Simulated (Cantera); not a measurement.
Gas-phase reforming

An isothermal, constant-pressure homogeneous reactor starts with CH4 : H2O : H2 = 1 : 3.2 : 0.3 (molar parts), at 1625 K and 0.133 bar.

Model: GRI-Mech 3.0 (53 species, 325 reactions), integrated in Cantera.

```
t (s)       x CH4  x H2O    x H2    x C2H2     x C2H      x O2       x O
--------  -------  -----  ------  --------  --------  --------  --------
2.00e-6     0.222  0.711  0.0667    <1e-12    <1e-12    <1e-12    <1e-12
9.70e-6     0.222  0.711  0.0667    <1e-12    <1e-12    <1e-12    <1e-12
4.71e-5     0.222  0.711  0.0667  6.85e-12    <1e-12    <1e-12  2.13e-12
0.000228    0.222  0.711  0.0668   5.15e-9    <1e-12    <1e-12  4.02e-11
0.00111     0.221  0.711  0.0673   3.79e-6  2.22e-12  8.74e-12  5.35e-10
0.00537     0.212  0.707  0.0759   0.00102   1.19e-9  4.80e-10   1.90e-9
0.0261      0.166  0.679   0.130    0.0186   2.13e-8   1.94e-9   1.33e-9
0.126      0.0826  0.619   0.238    0.0520   6.13e-8  9.16e-10  8.30e-10
0.613      0.0287  0.527   0.349    0.0561   7.30e-8  5.68e-10  8.47e-10
2.97       0.0156  0.402   0.455    0.0222   2.49e-8  3.13e-10  7.86e-10
14.4      0.00388  0.324   0.522   0.00137   1.39e-9  2.17e-10  7.69e-10
70.0      3.87e-5  0.314   0.532   1.19e-7    <1e-12  2.05e-10  7.63e-10
```
x: mole fraction; the columns are a selection and need not sum to one.

Equilibrium at this temperature and pressure: CH4 1.19e-9, H2O 0.314, H2 0.532, C2H2 <1e-12, C2H <1e-12, O2 2.08e-10, O 7.73e-10 (gas phase only).
